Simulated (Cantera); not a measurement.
Input: 1 mol PbO, 16 mol N₂, equilibrated at 1575 K and 510 Torr.

Cantera equilibrium calculation (NASA polynomials, part measured and part estimated; ideal gas, pure solids and liquids). Candidate condensed phases: Pb, PbO, PbO₂, Pb₃O₄; 12 gas species. Gases not in the tables: (PbO)n polymers. Rates play no part.

Base state: N₂ 0.959, PbO 0.0321, Pb 0.00587, O₂ 0.00283, NO 0.000222 (mole fractions); condensed: PbO(l).

Q: What changes in the equilibrium state with this change: temperature from 1575 K to 773 K?

A: 
```csv
species,before,after
N₂,0.959,1.00
PbO,0.0321,<1e-9
Pb,0.00587,<1e-9
O₂,0.00283,<1e-9
NO,0.000222,<1e-9
"PbO(l), mol",0.367,0
"PbO(yellow), mol",0,1.00
```
